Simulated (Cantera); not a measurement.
Cantera run, input and output.

```python
import numpy as np
import cantera as ct

surf = ct.Interface("ptcombust.yaml", "Pt_surf")
gas = surf.adjacent["gas"]
gas.TPX = 300, 6800, {'H2': 0.033, 'O2': 0.054, 'N2': 0.79}
jet = ct.ImpingingJet(gas=gas, width=0.071, surface=surf)
jet.inlet.mdot, jet.inlet.T, jet.inlet.X = 0.022, 300, {'H2': 0.033, 'O2': 0.054, 'N2': 0.79}
jet.set_refine_criteria(ratio=10, slope=0.2, curve=0.3)
show, cover = ['H2', 'O2', 'H2O', 'OH'], ["PT(S)", "H(S)", "O(S)", "OH(S)", "CO(S)", "C(S)"]

rows = []
print(f"{'Ts/K':>7s}" + "".join(f"{s:>11s}" for s in show + cover) + "   (gas at the wall, coverages)")
for i, Ts in enumerate([700, 750, 800, 850, 900, 950]):
    jet.surface.T = Ts
    if i == 0:
        surf.TP = Ts, 6800
        surf.coverages = "PT(S):0.5, O(S):0.5"
        surf.advance_coverages(1.0)
        jet.set_initial_guess(products="inlet")
    jet.solve(loglevel=0, auto=(i == 0))
    rows.append([*(jet.X[gas.species_index(s), -1] for s in show), *surf[cover].coverages])
    print(f"{Ts:7g}" + "".join(f"{x:11.3e}" for x in rows[-1]))
```

It prints:

```
   Ts/K         H2         O2        H2O         OH      PT(S)       H(S)       O(S)      OH(S)      CO(S)       C(S)   (gas at the wall, coverages)
    700  1.395e-03  2.303e-02  6.927e-02  1.449e-10  1.166e-01  1.029e-08  8.790e-01  4.310e-03 -4.551e-22 -3.338e-25
    750  1.240e-03  2.294e-02  6.921e-02  9.071e-10  1.372e-01  2.081e-08  8.594e-01  3.357e-03 -2.693e-20 -1.475e-29
    800  9.921e-04  2.273e-02  6.937e-02  4.207e-09  1.791e-01  4.744e-08  8.181e-01  2.818e-03  2.653e-17  8.248e-24
    850  7.767e-04  2.256e-02  6.949e-02  1.563e-08  2.381e-01  1.078e-07  7.595e-01  2.434e-03  1.320e-18  5.599e-24
    900  6.263e-04  2.245e-02  6.952e-02  4.900e-08  3.069e-01  2.281e-07  6.910e-01  2.104e-03  5.132e-15  4.280e-23
    950  5.242e-04  2.239e-02  6.946e-02  1.356e-07  3.802e-01  4.440e-07  6.180e-01  1.807e-03  4.099e-17  6.629e-26
```

Computed with Cantera and Deutschmann's 1995 Pt surface mechanism with GRI-Mech 3.0 gas chemistry. Catalytic surfaces can have several steady states; this one follows from the mechanism file's or the stated starting coverage.
